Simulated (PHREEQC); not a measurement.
NaOH is added in steps, without added water, to 1 kg of water holding 0.018 mol CuSO4 and 0.0087 mol HBF4, at 25 °C. Oxygen alone is held at its pressure in air (log pO2 = -0.68). No CO2 enters from the air. Only these solids could form: Cu(OH)2, Brochantite, Antlerite, Mirabilite, Chalcanthite, CuF2:2H2O.

Base run: PHREEQC, ion-association model, wateq4f.dat. Each further column changes one thing. The table gives H2BO3- (mol/kgw).

| NaOH added (mol) | base | temperature from 25 to 30 °C | CuSO4 left out |
|---|---|---|---|
| 0 | 1.88e-10 | 2.29e-10 | ___ |
| 0.0084 | 8.32e-10 | 9.93e-10 | 6.14e-10 |
| 0.0147 | 6.89e-9 | 7.66e-9 | ___ |
| 0.0231 | 6.30e-8 | 6.76e-8 | 6.70e-8 |
| 0.0315 | 9.46e-8 | 1.05e-7 | 5.72e-7 |
| 0.0378 | 1.33e-7 | ___ | 0.00299 |
| 0.0462 | 2.56e-7 | ___ | 0.00864 |
| 0.0525 | 5.68e-7 | 6.27e-7 | 0.00868 |
| 0.0609 | 3.86e-6 | 4.33e-6 | 0.00869 |
| 0.0693 | 0.00166 | ___ | 0.00869 |
| 0.0756 | 0.00478 | 0.00477 | 0.00869 |
| 0.084 | 0.00866 | 0.00865 | 0.00869 |

Q: Fill in the missing entries.

A: 
- 0, CuSO4 left out: 1.19e-10
- 0.0147, CuSO4 left out: 6.94e-9
- 0.0378, temperature from 25 to 30 °C: 1.48e-7
- 0.0462, temperature from 25 to 30 °C: 2.82e-7
- 0.0693, temperature from 25 to 30 °C: 0.000870

Real BF4- forms and hydrolyses slowly; the run takes it at equilibrium. The database's constant for dissolved Cu(OH)2 is higher than later reviews accept.
